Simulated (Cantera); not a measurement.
A closed system holds: 1 mol Al, 15 mol O2, 480 mol N2, 6.1 mol HCl, equilibrated at 7.50 Torr.

Equilibrium computed with Cantera from the NASA thermochemical tables; the gas is ideal and each condensed phase is pure. Candidate condensed phases: Al, AlCl3, AlN, Al2O3, H2O, NH4Cl; 45 gas species. Rates play no part. All values below are at 1725 K.

Base state: N2 0.957, O2 0.0265, HCl 0.00706, Cl 0.00510, H2O 0.00249, NO 0.00125, OH 0.000128, O 9.44e-5 (mole fractions); condensed: Al2O3(s).

**Question.** What changes in the equilibrium state with this change: HCl from 6.1 to 3.3 mol?

**Answer.** 
```csv
species,before,after
N2,0.957,0.963
O2,0.0265,0.0271
HCl,0.00706,0.00344
Cl,0.00510,0.00318
H2O,0.00249,0.00154
OH,0.000128,0.000101
NO,0.00125,0.00127
"Al2O3(s), mol",0.500,0.500
```
